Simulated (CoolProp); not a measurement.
Properties of n-dodecane along the isobar 2.27 MPa.

Computed with CoolProp (reference Helmholtz-energy equation of state, Lemmon 2004). It is a short technical equation, of lower accuracy than the large ones.

| T (°C) | phase | density (kg/m³) | speed of sound (m/s) | conductivity (mW/(m K)) |
|---|---|---|---|---|
| 73.85 | liquid | 711.7 | 1113 | ? |
| 90.25 | liquid | 699.7 | 1056 | ? |
| 106.55 | liquid | 687.6 | 1002 | 118 |
| 122.95 | liquid | 675.3 | 949.0 | 115 |
| 139.35 | liquid | 662.9 | ? | 112 |
| 155.65 | liquid | 650.2 | 846.9 | ? |
| 172.05 | liquid | 637.2 | 797.2 | 105 |
| 188.45 | liquid | 623.8 | 748.3 | 102 |
| 204.75 | liquid | 610.0 | 700.3 | 99.0 |
| 221.15 | liquid | 595.6 | 652.5 | 96.0 |
| 237.55 | liquid | 580.7 | 605.0 | 93.0 |
| 253.85 | liquid | 565.0 | 557.9 | 90.0 |

Question: Some entries are withheld; supply them.

Answer: 
- 73.85, conductivity (mW/(m K)): 125
- 90.25, conductivity (mW/(m K)): 122
- 139.35, speed of sound (m/s): 897.3
- 155.65, conductivity (mW/(m K)): 108

Thermal conductivity comes from a separate model (Huber 2004).
